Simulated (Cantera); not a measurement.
A perfectly stirred reactor is fed with CH3OH : O2 : N2 = 0.0068 : 0.023 : 1 (molar parts), equivalence ratio 0.44, at 5.00 bar; it is held at 1550 K, and followed from long to short residence time.

Computed with Cantera and GRI-Mech 3.0 (53 species, 325 reactions). GRI-Mech 3.0 was tuned for natural gas; its chemistry of methanol as a main component is partial and can be far from experiment.

### Question
What does this change do: pressure from 5.00 bar to 1.20 bar?

### Answer
| quantity | before | after |
|---|---|---|
| x(CH3OH) at τ = 8.20 s | 6.14e-8 | 1.07e-7 |
| x(O2) at τ = 8.20 s | 0.0124 | 0.0124 |
| x(H2O2) at τ = 8.20 s | 2.22e-9 | 2.50e-9 |
| x(HO2) at τ = 8.20 s | 4.86e-8 | 7.04e-8 |
| x(OH) at τ = 8.20 s | 2.28e-5 | 5.13e-5 |
| x(CH3OH) at τ = 33.0 ms | 2.77e-6 | 3.09e-6 |
| x(O2) at τ = 33.0 ms | 0.0124 | 0.0124 |
| x(H2O2) at τ = 33.0 ms | 3.55e-8 | 3.94e-8 |
| x(HO2) at τ = 33.0 ms | 1.68e-6 | 1.70e-6 |
| x(OH) at τ = 33.0 ms | 0.000102 | 0.000265 |
